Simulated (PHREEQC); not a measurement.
A solution holds 0.0044 mol CdCl2, 0.21 mol CuCl2 and 0.003 mol Na2SO4 per kg of water, at 25 °C. Closed to the air; pH follows from the charge balance.

All values are PHREEQC results (ion-association model, wateq4f.dat), not measurements.

Each row changes one thing in this solution. No solid was allowed to form.

```json
[
 {"case": "as made", "pH": "4.14", "ionic strength (mol/kgw)": "0.546", "Cl- (mol/kgw)": "0.376", "SO4-2 (mol/kgw)": "0.00123", "NaSO4- (mol/kgw)": "7.52e-6", "HSO4- (mol/kgw)": "2.60e-6", "SI of Halite (NaCl)": "-4.57", "SI of Mirabilite (Na2SO4:10H2O)": "-7.29"},
 {"case": "CuCl2 left out", "pH": "6.17", "ionic strength (mol/kgw)": "0.0173", "Cl- (mol/kgw)": "[?]", "SO4-2 (mol/kgw)": "0.00231", "NaSO4- (mol/kgw)": "4.13e-5", "HSO4- (mol/kgw)": "1.03e-7", "SI of Halite (NaCl)": "-6.04", "SI of Mirabilite (Na2SO4:10H2O)": "-6.31"},
 {"case": "temperature from 25 to 70 °C", "pH": "3.76", "ionic strength (mol/kgw)": "0.384", "Cl- (mol/kgw)": "0.291", "SO4-2 (mol/kgw)": "0.00144", "NaSO4- (mol/kgw)": "1.13e-5", "HSO4- (mol/kgw)": "[?]", "SI of Halite (NaCl)": "-4.78", "SI of Mirabilite (Na2SO4:10H2O)": "-9.05"},
 {"case": "diluted 10-fold with water", "pH": "4.59", "ionic strength (mol/kgw)": "[?]", "Cl- (mol/kgw)": "0.0415", "SO4-2 (mol/kgw)": "0.000167", "NaSO4- (mol/kgw)": "2.16e-7", "HSO4- (mol/kgw)": "2.22e-7", "SI of Halite (NaCl)": "-6.37", "SI of Mirabilite (Na2SO4:10H2O)": "-9.66"},
 {"case": "CdCl2 replaced by CsCl at the same molality", "pH": "4.14", "ionic strength (mol/kgw)": "0.547", "Cl- (mol/kgw)": "0.378", "SO4-2 (mol/kgw)": "0.00123", "NaSO4- (mol/kgw)": "7.54e-6", "HSO4- (mol/kgw)": "2.61e-6", "SI of Halite (NaCl)": "-4.57", "SI of Mirabilite (Na2SO4:10H2O)": "-7.29"},
 {"case": "CdCl2 from 0.0044 to 0.022 mol/kgw", "pH": "4.14", "ionic strength (mol/kgw)": "0.556", "Cl- (mol/kgw)": "0.385", "SO4-2 (mol/kgw)": "0.00123", "NaSO4- (mol/kgw)": "7.52e-6", "HSO4- (mol/kgw)": "2.58e-6", "SI of Halite (NaCl)": "-4.57", "SI of Mirabilite (Na2SO4:10H2O)": "-7.29"},
 {"case": "CuCl2 replaced by NiCl2 at the same molality", "pH": "5.59", "ionic strength (mol/kgw)": "0.510", "Cl- (mol/kgw)": "0.351", "SO4-2 (mol/kgw)": "0.00115", "NaSO4- (mol/kgw)": "7.25e-6", "HSO4- (mol/kgw)": "8.92e-8", "SI of Halite (NaCl)": "-4.60", "SI of Mirabilite (Na2SO4:10H2O)": "-7.30"},
 {"case": "CuCl2 from 0.21 to 0.231 mol/kgw", "pH": "4.12", "ionic strength (mol/kgw)": "0.594", "Cl- (mol/kgw)": "0.410", "SO4-2 (mol/kgw)": "0.00122", "NaSO4- (mol/kgw)": "7.26e-6", "HSO4- (mol/kgw)": "2.60e-6", "SI of Halite (NaCl)": "-4.54", "SI of Mirabilite (Na2SO4:10H2O)": "-7.31"}
]
```

Question: What belongs in the gaps?

Answer: 
- CuCl2 left out, Cl- (mol/kgw): 0.00762
- temperature from 25 to 70 °C, HSO4- (mol/kgw): 2.29e-5
- diluted 10-fold with water, ionic strength (mol/kgw): 0.0620

Some of these states are supersaturated (in Atacamite, Antlerite, for instance). Constants without temperature data keep their 25 °C values here.
